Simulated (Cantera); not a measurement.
Transport properties of process gases

Gas mixture: NO = 0.11 (molar parts), at 0.820 bar, frozen composition.

Cantera's kinetic-theory transport with the Lennard-Jones parameters of GRI-Mech 3.0, ideal gas; thermal conductivity in the multicomponent form. The composition is frozen, though it would react at the higher temperatures.

```csv
T (K),ρ (kg/m³),cp (J/kg/K),μ (µPa s),λ (mW/m/K),Pr,D (cm²/s) NH3,D (cm²/s) CO2,D (cm²/s) C2H2
400,0.740,998.6,23.1,32.5,0.711,0.466,0.322,0.341
500,0.592,1016,27.0,38.7,0.709,0.704,0.479,0.505
600,0.493,1041,30.6,45.0,0.708,0.979,0.658,0.693
700,0.423,1067,34.0,51.2,0.708,1.29,0.859,0.903
800,0.370,1092,37.1,57.3,0.708,1.63,1.08,1.13
900,0.329,1114,40.1,63.1,0.707,2.00,1.32,1.38
1000,0.296,1133,42.9,68.8,0.707,2.40,1.57,1.65
1100,0.269,1147,45.7,74.1,0.707,2.82,1.85,1.94
1200,0.247,1159,48.4,79.3,0.707,3.28,2.14,2.24
```
D: mixture-averaged diffusion coefficient of that species in the mixture.
